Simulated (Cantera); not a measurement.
A diamond (100) surface in a fixed gas of H2 with x(CH4) = 0.011, x(H) = 0.0033, x(CH3) = 0.0016, 53.3 Torr; coverages are run to steady state.

Cantera simulation using the Harris–Goodwin 1993 mechanism for the reconstructed diamond (100) surface; the numbers are that mechanism's predictions, not measurements.

θ: site fractions in the mechanism's names (c6HH fully hydrogenated, c6H* and c6*H radical sites, c6** diradical, c6HM methylated).

| T (K) | growth (µm/h) | θ c6HH | θ c6H* | θ c6*H | θ c6** | θ c6HM |
|---|---|---|---|---|---|---|
| 950 | 31.8 | 0.461 | 0.0100 | 0.237 | 0.00420 | 0.221 |
| 1025 | 45.9 | 0.447 | 0.0158 | 0.300 | 0.00778 | 0.163 |
| 1100 | 51.9 | 0.438 | 0.0234 | 0.370 | 0.0133 | 0.102 |
| 1175 | ___ | 0.431 | ___ | ___ | ___ | ___ |
| 1250 | 24.4 | 0.408 | 0.0423 | 0.493 | 0.0302 | 0.0122 |
| 1325 | 19.6 | 0.378 | ___ | 0.520 | ___ | ___ |
| 1400 | 18.3 | 0.351 | 0.0584 | 0.534 | 0.0487 | 0.000753 |

Problem. Fill in the missing entries.

Solution. 
- 1175, growth (µm/h): 39.2
- 1175, θ c6H*: 0.0329
- 1175, θ c6*H: 0.442
- 1175, θ c6**: 0.0212
- 1175, θ c6HM: 0.0427
- 1325, θ c6H*: 0.0507
- 1325, θ c6**: 0.0393
- 1325, θ c6HM: 0.00304
